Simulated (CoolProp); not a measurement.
p-xylene along the isotherm 620 K: density (kg/m³) from the reference equation and from simpler models built on Tc = 616.2 K, pc = 35.32 bar, ω = 0.324; each cubic takes its own stable root.

Model: reference Helmholtz-energy equation of state, Zhou 2012, in CoolProp.

```tsv
p (bar)	phase	reference
8.83	gas	20.15
17.7	gas	46.06
26.5	gas	83.45
35.3	gas	171.0
44.1	supercritical	430.0
53	supercritical	464.1
61.8	supercritical	484.6
70.6	supercritical	499.7
79.5	supercritical	511.9
88.3	supercritical	522.0
```

Task: How far does each simpler model (van der Waals, Soave-Redlich-Kwong, Peng-Robinson) lie from the reference over these 10 states: mean and median of the absolute difference, and the worst?

Result: 
- van der Waals: mean 22.3 %, median 31.9 %, worst -33.4 % at 620 K and 44.1 bar
- Soave-Redlich-Kwong: mean 12.9 %, median 16.3 %, worst -22.5 % at 620 K and 44.1 bar
- Peng-Robinson: mean 6.3 %, median 7.0 %, worst -14.6 % at 620 K and 44.1 bar
